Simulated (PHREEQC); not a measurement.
Consider water at 61 °C with 0.091 mol NaH2PO4 and 0.00029 mol Na2SO4 per kg of water. Closed to the air; pH follows from the charge balance.

Model: ion-association model, wateq4f.dat, run in PHREEQC.

This is a speciation only: nothing precipitates in the calculation.

Problem. Estimate the pH, ionic strength.

Solution. pH 4.51; ionic strength 0.0922 mol/kgw.

Problem. In which forms is S present?

Solution. SO4-2 83 %, NaSO4- 17 % of the S.

Complexes and solids missing from the database can't appear. H3PO4, which wateq4f.dat lacks, is added to it with the constant of phreeqc.dat. At this temperature some constants are extrapolated from 25 °C, and those without enthalpy data are left unchanged.
